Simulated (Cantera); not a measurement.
Source: NASA polynomial tables (part measured, part estimated), evaluated in Cantera. Values are per mole of reaction as written; species without (g) are pure solids or liquids, kept so even where they would boil at 1 bar.

2 HF(g) + Ba + 2 Cl(g) = BaF2 + 2 HCl(g), with ΔH° = -1090.6 kJ and ΔS° = -270.2 J/K at 300 K.

### Question
How far is the shortcut ΔG° ≈ ΔH°(300 K) − T·ΔS°(300 K) from the full temperature-dependent value at 1148, 1223, 1298, 1373, 1448, 1523, 1598 K?

### Answer
```tsv
T (K)	shortcut (kJ)	full (kJ)	difference (kJ)	difference in log10 K	condensed phases
1148	-780.5	-781.3	0.9	-0.04	Ba(l), BaF2(s)
1223	-760.2	-761.2	1.0	-0.04	Ba(l), BaF2(s)
1298	-739.9	-741.2	1.3	-0.05	Ba(l), BaF2(s)
1373	-719.7	-721.5	1.8	-0.07	Ba(l), BaF2(s)
1448	-699.4	-702.0	2.6	-0.09	Ba(l), BaF2(s)
1523	-679.1	-682.6	3.5	-0.12	Ba(l), BaF2(s)
1598	-658.9	-663.5	4.6	-0.15	Ba(l), BaF2(s)
```
The shortcut ignores heat capacities and the phase changes listed.
